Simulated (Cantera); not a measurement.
Input: 1 mol SiC, 0.047 mol O2, 360 mol H2, equilibrated at 1573 K and 1500 Pa.

Equilibrium computed with Cantera from the NASA thermochemical tables; the gas is ideal and each condensed phase is pure. Candidate condensed phases: C, C6H6, C7H8, C8H18, H2O, Si, SiC, SiO2; 123 gas species. The numbers say what is thermodynamically allowed, not how fast it happens.

Base state: H2 0.999, H 0.000332, CO 0.000131, SiO 0.000130 (mole fractions); condensed: SiC(s).

### Question
What changes in the equilibrium state with this change: temperature from 1573 K to 1075 K?

### Answer
| species | before | after |
|---|---|---|
| H2 | 0.999 | 1.000 |
| CH4 | 1.41e-6 | 0.000119 |
| CO | 0.000131 | 7.84e-6 |
| H | 0.000332 | 1.20e-7 |
| SiO | 0.000130 | 4.08e-8 |
| SiC(s), mol | 0.952 | 0.954 |
| SiO2(β-quartz), mol | 0 | 0.0456 |
Mutual solubility and eutectic melting of coexisting phases are not modelled.
